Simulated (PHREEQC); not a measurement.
Make-up at 20 °C: 0.082 mol/kgw HF and 0.072 mol/kgw Na2SO4. Closed to the air; pH follows from the charge balance.

The numbers come from PHREEQC with the ion-association model, phreeqc.dat.

Task: The ionic strength comes out as 0.192 mol/kgw. What activity coefficients do HSO4-, HF2-, H+, NaSO4-, SO4-2 get?

Result: HSO4- 0.75, HF2- 0.75, H+ 0.80, NaSO4- 0.75, SO4-2 0.30.

Precipitation was switched off in this run. Species that the database lacks are ignored.
